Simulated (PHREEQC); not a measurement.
Solution (10 °C): 0.0016 mol HF, 0.014 mol NH4HF2 and 0.093 mol H3PO4 per kg of water. Closed to the air; pH follows from the charge balance.

All values are PHREEQC results (ion-association model, wateq4f.dat), not measurements.

```json
{
 "pH": "1.75",
 "ionic_strength": "0.0343 mol/kgw",
 "total_alkalinity": "-109 meq/kg"
}
```

```json
[
 {"species": "H3PO4", "molality": "0.0601", "activity": "0.0606", "log γ": "0.003"},
 {"species": "H2PO4-", "molality": "0.0329", "activity": "0.0280", "log γ": "-0.070"},
 {"species": "HF", "molality": "0.0232", "activity": "0.0234", "log γ": "0.003"},
 {"species": "H+", "molality": "0.0204", "activity": "0.0177", "log γ": "-0.060"},
 {"species": "NH4+", "molality": "0.0140", "activity": "0.0118", "log γ": "-0.073"},
 {"species": "H2F2", "molality": "0.00239", "activity": "0.00241", "log γ": "0.003"},
 {"species": "F-", "molality": "0.00136", "activity": "0.00114", "log γ": "-0.076"},
 {"species": "HF2-", "molality": "0.000106", "activity": "8.89e-5", "log γ": "-0.076"},
 {"species": "HPO4-2", "molality": "1.72e-7", "activity": "8.98e-8", "log γ": "-0.283"}
]
```

Precipitation was switched off in this run. Species that the database lacks are ignored. wateq4f.dat counts part of the HF as a dimer, H2F2, which phreeqc.dat doesn't know; its constant is uncertain. H3PO4, which wateq4f.dat lacks, is added to it with the constant of phreeqc.dat. Away from 25 °C the constants follow the database's enthalpies or fits; those with neither stay at their 25 °C values.
